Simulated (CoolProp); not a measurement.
Vapour-liquid equilibrium of R22 (1) + R113 (2) at 0.25 MPa; x and y are mole fractions of (1).

Computed with CoolProp (multi-fluid Helmholtz-energy mixture model, Kamei 1995 and Marx 1992; pair parameters Bell 2016).

| x | bubble temperature, mixture model (K) | bubble temperature, Raoult's law (K) | y, mixture model | y, Raoult's law |
|---|---|---|---|---|
| 0.05 | 332.0 | 331.1 | 0.427 | 0.464 |
| 0.15 | [?] | 306.9 | [?] | 0.787 |
| 0.25 | 288.4 | 292.5 | 0.900 | 0.893 |
| 0.35 | [?] | 282.7 | 0.943 | 0.939 |
| 0.45 | 271.5 | 275.4 | 0.964 | 0.963 |
| 0.55 | 266.7 | 269.7 | [?] | 0.977 |
| 0.65 | 263.2 | 265.1 | 0.982 | 0.986 |
| 0.75 | 260.2 | 261.2 | 0.988 | 0.992 |
| 0.85 | [?] | 257.8 | 0.993 | 0.996 |
| 0.95 | 255.0 | 255.0 | 0.998 | 0.999 |

Question: What belongs in the gaps?

Answer: 
- 0.15, bubble temperature, mixture model (K): 304.7
- 0.15, y, mixture model: 0.788
- 0.35, bubble temperature, mixture model (K): 278.2
- 0.55, y, mixture model: 0.975
- 0.85, bubble temperature, mixture model (K): 257.6

The largest gap from Raoult's law is -4.5 K in bubble temperature, at x = 0.35. No azeotrope shows between x = 0.05 and 0.95.

Pair parameters are fitted to limited data, so mixtures are less certain than the pure fluids. The gap from Raoult's law changes sign with composition, which may be real or a fault of the pair parameters; it wasn't checked against measurements.
